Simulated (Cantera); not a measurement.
A closed system holds: 1 mol C₃H₆, 1.5 mol CO₂, 0.91 mol H₂, at 2775 K and 1.00 bar.

Method: chemical equilibrium by Gibbs-energy minimisation in Cantera with the NASA 1993 tables (ideal gas, pure condensed phases). Candidate condensed phases: C, C₆H₆, C₇H₈, C₈H₁₈, H₂O; 110 gas species. Equilibrium is a limit: real reactors are often held back by kinetics, nucleation or transport.

Base state: H₂ 0.508, CO 0.423, H 0.0534, C₂H₂ (acetylene) 0.0156, C₄H₂ 0.000199, C₂H 0.000198, CH₃ 4.61e-5, C₂H₂ (vinylidene) 2.80e-5 (mole fractions); condensed: C(graphite).

Task: What changes in the equilibrium state with this change: temperature from 2775 K to 1423.15 K?

Result: 
| species | before | after |
|---|---|---|
| H₂ | 0.508 | 0.564 |
| CO | 0.423 | 0.434 |
| CH₄ | 2.61e-5 | 0.00121 |
| H | 0.0534 | 5.00e-6 |
| C₂H₂ (acetylene) | 0.0156 | 1.94e-6 |
| C₄H₂ | 0.000199 | <1e-9 |
| C₂H | 0.000198 | <1e-9 |
| C₂H₂ (vinylidene) | 2.80e-5 | <1e-9 |
| C(graphite), mol | 1.27 | 1.50 |
